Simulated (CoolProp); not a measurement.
Neopentane along the isotherm 476.2 K: Z from the reference equation and from simpler models built on Tc = 433.7 K, pc = 3196 kPa, ω = 0.196; each cubic takes its own stable root.

Model: reference Helmholtz-energy equation of state, Lemmon 2006, in CoolProp. It is a short technical equation, of lower accuracy than the large ones.

```tsv
p (kPa)	phase	reference
123	gas	0.9904
246	gas	0.9806
369	gas	0.9708
492	gas	0.9608
615	gas	0.9507
738	gas	0.9404
861	gas	0.9300
983	gas	0.9195
1110	gas	0.9085
1230	gas	0.8979
1350	gas	0.8871
1480	gas	0.8753
1600	gas	0.8642
```

Problem. How far does each simpler model (Pitzer virial, van der Waals, Redlich-Kwong, Soave-Redlich-Kwong) lie from the reference over these 13 states: mean and median of the absolute difference, and the worst?

Solution. 
- Pitzer virial: mean 0.4 %, median 0.2 %, worst +1.2 % at 476.2 K and 1600 kPa
- van der Waals: mean 0.3 %, median 0.3 %, worst +0.5 % at 476.2 K and 1600 kPa
- Redlich-Kwong: mean 0.3 %, median 0.3 %, worst -0.5 % at 476.2 K and 1600 kPa
- Soave-Redlich-Kwong: mean 0.1 %, median 0.0 %, worst +0.2 % at 476.2 K and 1600 kPa
